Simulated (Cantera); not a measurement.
Feed: 1 mol CHF3, 0.008 mol Si, 0.42 mol CH4.

Cantera equilibrium calculation (NASA polynomials, part measured and part estimated; ideal gas, pure solids and liquids). Candidate condensed phases: C, C6H6, C7H8, C8H18, Si, SiC; 113 gas species. The tables' values for SiF2, SiF3 are old estimates. The numbers say what is thermodynamically allowed, not how fast it happens.

Task: What condenses at these points (T in °C, P in Pa): (2802, 1300); (2602, 4.2); (2602, 5600); (2552, 1); (2652, 4.2)?

Result: 
```
T (°C)  P in Pa  condensed phases  Si condensed (%)
------  -------  ----------------  ----------------
2802       1300                 C               0.0
2602        4.2          gas only               0.0
2602       5600                 C               0.0
2552          1          gas only               0.0
2652        4.2          gas only               0.0
```
